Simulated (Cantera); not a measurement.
Charge: 1 mol C₂H₅OH, 0.29 mol NH₃, at 1623 K and 0.0100 bar.

Method: chemical equilibrium by Gibbs-energy minimisation in Cantera with the NASA 1993 tables (ideal gas, pure condensed phases). Candidate condensed phases: C, C₆H₆, C₇H₈, C₈H₁₈, H₂O; 136 gas species. Equilibrium is a limit: real reactors are often held back by kinetics, nucleation or transport.

Base state: H₂ 0.749, CO 0.218, N₂ 0.0315, H 0.000598, HCN 0.000362, C₂H₂ (acetylene) 2.61e-5 (mole fractions); condensed: C(graphite).

### Question
What changes in the equilibrium state with this change: C₂H₅OH replaced by C₂H₄?

### Answer
```
species             before     after
----------------  --------  --------
H₂                   0.749     0.943
N₂                  0.0315    0.0559
H                 0.000598  0.000671
CO                   0.218         0
CH₄                8.32e-6   1.32e-5
HCN               0.000362  0.000541
HNC                8.82e-6   1.32e-5
C₂H₂ (acetylene)   2.61e-5   3.29e-5
C(graphite), mol     0.998      2.00
```

### Question
What changes in the equilibrium state with this change: NH₃ from 0.29 to 0.12 mol?

### Answer
```csv
species,before,after
H₂,0.749,0.749
CO,0.218,0.236
N₂,0.0315,0.0140
HCN,0.000362,0.000241
C₂H₂ (acetylene),2.61e-5,2.61e-5
H,0.000598,0.000598
"C(graphite), mol",0.998,0.999
```

### Question
What changes in the equilibrium state with this change: temperature from 1623 K to 2425 K?

### Answer
```
species             before    after
----------------  --------  -------
H₂                   0.749    0.618
CO                   0.218    0.203
H                 0.000598    0.141
N₂                  0.0315   0.0253
C₂H                  <1e-9  6.69e-5
CN                 2.29e-9  8.63e-5
C₄H₂                 <1e-9  1.55e-5
C(graphite), mol     0.998    0.911
```
